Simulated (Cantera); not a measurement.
A Cantera script and its output.

```python
import numpy as np
import cantera as ct

gas = ct.Solution("h2o2.yaml")
gas.TPX = 373, 63000, {'H2': 1, 'O2': 0.877, 'N2': 6.58}
inlet = ct.Reservoir(gas, clone=True)
gas.equilibrate("HP")  # start burning
reactor = ct.IdealGasConstPressureReactor(gas, energy="on", clone=False)
exhaust = ct.Reservoir(gas, clone=True)
tau = [0.14, 0.062, 0.027, 0.012, 0.0052, 0.0023, 0.00098, 0.00043, 0.00019, 8.2e-05, 3.6e-05, 1.6e-05, 6.8e-06][0]
for a, b in ((inlet, reactor), (reactor, exhaust)):
    ct.MassFlowController(a, b, mdot=lambda t: reactor.mass / tau)
net = ct.ReactorNet([reactor])
show = ['H2', 'O2', 'OH', 'HO2', 'H2O', 'H']

rows = []
print(f"{'tau/s':>10s}{'T/K':>9s}" + "".join(f"{s:>11s}" for s in show))
for tau in [0.14, 0.062, 0.027, 0.012, 0.0052, 0.0023, 0.00098, 0.00043, 0.00019, 8.2e-05, 3.6e-05, 1.6e-05, 6.8e-06]:
    net.initial_time = 0.0
    net.advance(30 * tau)
    before = gas.X
    net.advance(40 * tau)
    drift = np.max(np.abs(gas.X - before) / (gas.X + 1e-9))
    rows.append([gas.T, *gas[show].X, drift])
    print(f"{tau:10.3e}{gas.T:9.1f}" + "".join(f"{x:11.3e}" for x in gas[show].X))
```

Output:

```
     tau/s      T/K         H2         O2         OH        HO2        H2O          H
 1.400e-01   1300.6  2.766e-04  4.738e-02  3.529e-04  5.861e-06  1.252e-01  2.856e-05
 6.200e-02   1297.9  4.733e-04  4.742e-02  4.589e-04  8.401e-06  1.249e-01  6.411e-05
 2.700e-02   1293.3  8.152e-04  4.750e-02  5.972e-04  1.144e-05  1.244e-01  1.451e-04
 1.200e-02   1285.7  1.380e-03  4.767e-02  7.638e-04  1.463e-05  1.236e-01  3.175e-04
 5.200e-03   1272.0  2.378e-03  4.803e-02  9.624e-04  1.796e-05  1.222e-01  6.949e-04
 2.300e-03   1249.0  4.100e-03  4.876e-02  1.156e-03  2.134e-05  1.198e-01  1.432e-03
 9.800e-04   1206.1  7.667e-03  5.050e-02  1.285e-03  2.569e-05  1.151e-01  2.814e-03
 4.300e-04   1114.6  1.835e-02  5.599e-02  1.079e-03  3.439e-05  1.029e-01  4.312e-03
 1.900e-04    373.0  1.182e-01  1.037e-01 -3.211e-25 -6.010e-19 -3.326e-16 -3.515e-26
 8.200e-05    373.0  1.182e-01  1.037e-01 -2.503e-28 -4.865e-22 -2.693e-19 -2.736e-29
 3.600e-05    373.0  1.182e-01  1.037e-01 -1.572e-29 -3.073e-23 -1.701e-20 -1.673e-30
 1.600e-05    373.0  1.182e-01  1.037e-01 -9.906e-31 -1.941e-24 -1.074e-21 -6.219e-32
 6.800e-06    373.0  1.182e-01  1.037e-01 -6.250e-32 -1.226e-25 -6.787e-23  3.487e-32
```

Detailed kinetics in Cantera: the H2/O2 subset of GRI-Mech 3.0, which has no nitrogen chemistry.
